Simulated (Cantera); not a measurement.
A perfectly stirred reactor is fed with CH4 : C2H6 : C3H8 : O2 : N2 = 1 : 0.071 : 1.3 : 21.9 : 91.9 (molar parts), equivalence ratio 0.40, at 0.681 atm; it is adiabatic with a 350 K inlet, and is followed from long to short residence time, starting on the burning branch (τ in s: 0.035, 0.02, 0.012, 0.0069, 0.004, 0.0023, 0.0014, 0.00079, 0.00046, 0.00027, 0.00015, 8.9e-05, 5.2e-05).

Detailed kinetics in Cantera: GRI-Mech 3.0 (53 species, 325 reactions). GRI-Mech 3.0 was tuned for natural gas; its chemistry of propane as a main component is partial and can be far from experiment.

### Question
What does this change do: inlet temperature 350 to 800 K?

### Answer
```tsv
quantity	before	after
state	not burning at any residence time tried	not reached
x(CH4) at τ = 35.0 ms	0.00861	5.85e-6
x(C2H6) at τ = 35.0 ms	0.000611	1.05e-7
x(C3H8) at τ = 35.0 ms	0.0112	1.95e-6
x(CO) at τ = 35.0 ms	<1e-12	0.000701
x(CH2O) at τ = 35.0 ms	<1e-12	2.03e-6
x(CH4) at τ = 1.40 ms	0.00861	5.36e-5
x(C2H6) at τ = 1.40 ms	0.000611	9.26e-7
x(C3H8) at τ = 1.40 ms	0.0112	1.60e-5
x(CO) at τ = 1.40 ms	<1e-12	0.00588
x(CH2O) at τ = 1.40 ms	<1e-12	2.16e-5
blow-out, bracketed by the residence times tried	not reached	burning at 0.270 ms, out at 0.150 ms
```
